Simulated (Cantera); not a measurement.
## Catalytic stagnation flow on Pt

A jet of 1.73 % H2, 7.04 % O2, 91.2 % N2 at 300 K and 0.0612 atm hits a platinum plate 7.1 cm away at a mass flux of 0.069 kg/m²/s; the plate temperature is set and raised in steps from an oxygen-covered start.

Model: Deutschmann's 1995 Pt surface mechanism with GRI-Mech 3.0 gas chemistry, integrated in Cantera. Catalytic surfaces can have several steady states; this one follows from the mechanism file's or the stated starting coverage.

| plate T (K) | wall x H2 | wall x O2 | wall x H2O | wall x OH | θ free Pt | θ O* | θ OH* |
|---|---|---|---|---|---|---|---|
| 600 | 0.00197 | 0.0538 | 0.0301 | <1e-8 | 0.0601 | 0.935 | 0.00447 |
| 650 | 0.00194 | 0.0538 | 0.0299 | <1e-8 | 0.0637 | 0.933 | 0.00301 |
| 700 | 0.00181 | 0.0537 | 0.0300 | <1e-8 | 0.0716 | 0.926 | 0.00220 |
| 750 | 0.00146 | 0.0534 | 0.0304 | <1e-8 | 0.0939 | 0.904 | 0.00181 |
| 800 | 0.00108 | 0.0530 | 0.0310 | <1e-8 | 0.136 | 0.862 | 0.00162 |
x: mole fraction at the wall; θ: surface coverage.
